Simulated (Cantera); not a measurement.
A Cantera script and what it prints.

```python
import numpy as np
import cantera as ct

gas_names = """
    H HNO HNO2 HNO3 HO2 H2 H2O H2O2 N NH NH2 NH3 NH2OH NO NO2 NO3 N2 N2H2 N2H4 N2O O OH O2 O3 Si SiH
    SiH2 SiH3 SiH4 SiN SiO SiO2 Si2 Si2N Si3
""".split()
cond_names = """
    H2O(s) H2O(L) Si(cr) Si(L) SiO2(Lqz) SiO2(hqz) SiO2(L) Si2N2O(s) Si3N4(a)
""".split()


def load(file, names, dense=False):
    # The tables refer to 1 bar. Condensed volumes are neglected.
    table = {s.name: s for s in ct.Species.list_from_file(file)}
    out = []
    for n in names:
        d = dict(table[n].input_data)
        d["thermo"] = dict(d["thermo"], **{"reference-pressure": 1e5})
        if dense:
            d["equation-of-state"] = {"model": "constant-volume", "density": "1e6 g/cm^3"}
        out.append(ct.Species.from_dict(d))
    return out


gas = ct.Solution(thermo="ideal-gas", species=load("nasa_gas.yaml", gas_names))
cond = {s.name: ct.Solution(thermo="fixed-stoichiometry", species=[s], name=s.name)
        for s in load("nasa_condensed.yaml", cond_names, dense=True)}
atoms = {
    'Si3N4': {'Si': 3, 'N': 4},
    'O2': {'O': 2},
    'N2': {'N': 2},
    'H2O': {'H': 2, 'O': 1},
}
top_T = {'Si2N2O(s)': 2100, 'Si3N4(a)': 2400}  # K; cautious upper limits of use, not melting points


def equilibrate(T, P, feed):
    n = {}
    for name, mol in feed.items():
        for a, k in atoms[name].items():
            n[a] = n.get(a, 0.0) + k * mol
    gas.TPX = T, P, n
    mass = sum(n.values()) * gas.mean_molecular_weight
    gas.equilibrate("TP")
    valid = [c for c in cond.values() if c.min_temp <= T <= top_T.get(c.name, c.max_temp)]
    mix = ct.Mixture([(gas, mass / gas.mean_molecular_weight)] + [(c, 0.0) for c in valid])
    mix.T, mix.P = T, P
    mix.equilibrate("TP", solver="vcs", rtol=1e-11, max_steps=5000)
    return mix


results = []
feed = {'Si3N4': 1, 'O2': 0.0049, 'N2': 2.4, 'H2O': 0.049}  # mol
P = 97  # Pa
for T in [1398, 1448, 1498, 1548, 1598, 1648, 1698, 1748, 1798]:
    mix = equilibrate(T, P, feed)
    results.append((T, P, feed, dict(zip(mix.species_names, mix.species_moles))))

top = {s: max(r[3][s] / sum(r[3][g] for g in gas_names) for r in results) for s in gas_names}
cols = sorted((s for s in top if top[s] > 0.001), key=lambda s: -top[s])[:7]
seen = [c for c in cond_names if any(r[3].get(c, 0) > 1e-12 for r in results)]
print("log10 of partial pressures in bar; condensed amounts in mol")
print(f"{'T/K':>10s}" + "".join(f"{s[:9]:>10s}" for s in cols + seen))
for T, P, feed, n in results:
    ng = sum(n[g] for g in gas_names)
    print(f"{T:10.4g}" + "".join(f"{np.log10(max(n[s] / ng * P / 1e5, 1e-99)):10.3f}" for s in cols)
          + "".join(f"{n.get(c, 0):10.4g}" for c in seen))
```

It prints:

```
log10 of partial pressures in bar; condensed amounts in mol
       T/K        N2       SiO        H2        Si         H     Si(L) Si2N2O(s)  Si3N4(a)
      1398    -3.022    -7.966    -4.716   -10.601    -7.683         0   0.05877    0.9608
      1448    -3.022    -7.219    -4.716    -9.709    -7.393         0   0.05865    0.9609
      1498    -3.022    -6.524    -4.717    -8.878    -7.123         0   0.05804    0.9611
      1548    -3.023    -5.874    -4.718    -8.101    -6.870         0   0.05539    0.9619
      1598    -3.024    -5.265    -4.721    -7.372    -6.635         0   0.04486    0.9654
      1648    -3.031    -4.692    -4.733    -6.685    -6.417         0  0.005604    0.9783
      1698    -3.024    -4.898    -4.987    -6.183    -6.333     2.938         0         0
      1748    -3.025    -4.899    -4.993    -5.837    -6.138     2.934         0         0
      1798    -3.025    -4.899    -5.003    -5.511    -5.955     2.926         0         0
```

Equilibrium computed with Cantera from the NASA thermochemical tables; the gas is ideal and each condensed phase is pure. Mutual solubility and eutectic melting of coexisting phases are not modelled. The tables' values for SiN are old estimates; treat these amounts as uncertain.
